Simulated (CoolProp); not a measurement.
Vapour pressure (kPa) of c-C4F8 (RC318): the reference equation beside estimates from Tc = 388.4 K, pc = 2778 kPa, ω = 0.355. Clausius-Clapeyron is anchored at 287.9 K with a constant enthalpy of vaporisation of 21.74 kJ/mol.

Computed with CoolProp (reference Helmholtz-energy equation of state, Platzer 1990). This equation is an older, rougher fit; its heat capacities, sound speeds and derivatives of the liquid may be far off and weren't checked against measurements.

| T (K) | reference | Lee-Kesler | Clausius-Clapeyron | van der Waals | Soave-Redlich-Kwong | Peng-Robinson |
|---|---|---|---|---|---|---|
| 265.7 | 95.28 | 95.24 | 104.0 | 494.8 | 95.21 | 95.42 |
| 271.3 | 119.8 | 119.8 | 127.5 | 551.0 | 119.8 | 119.7 |
| 276.8 | 148.5 | 148.6 | 154.4 | 610.0 | 148.4 | 147.9 |
| 282.3 | 182.1 | 182.3 | 185.5 | 672.9 | 182.2 | 181.2 |
| 287.9 | 222.2 | 222.5 | 222.2 | 741.3 | 222.5 | 220.8 |
| 293.4 | 267.7 | 268.1 | 263.4 | 812.5 | 268.3 | 265.9 |
| 298.9 | 320.1 | 320.5 | 310.3 | 888.1 | 321.1 | 317.7 |
| 304.5 | 381.0 | 381.5 | 364.5 | 969.4 | 382.7 | 378.2 |
| 310 | 448.9 | 449.4 | 424.4 | 1054 | 451.5 | 445.9 |
| 315.5 | 525.6 | 526.0 | 491.6 | 1143 | 529.3 | 522.4 |
| 321 | 611.8 | 611.9 | 566.6 | 1236 | 616.7 | 608.5 |
| 326.6 | 709.9 | 709.8 | 651.6 | 1336 | 716.5 | 706.8 |
| 332.1 | 817.2 | 816.8 | 743.9 | 1439 | 825.8 | 814.7 |
| 337.6 | 936.2 | 935.5 | 845.7 | 1547 | 947.0 | 934.6 |

Absolute difference from the reference over all 14 rows, mean and median: Lee-Kesler 0.1 and 0.1 %, Clausius-Clapeyron 5.5 and 5.9 %, van der Waals 193.7 and 165.9 %, Soave-Redlich-Kwong 0.5 and 0.4 %, Peng-Robinson 0.5 and 0.5 %.
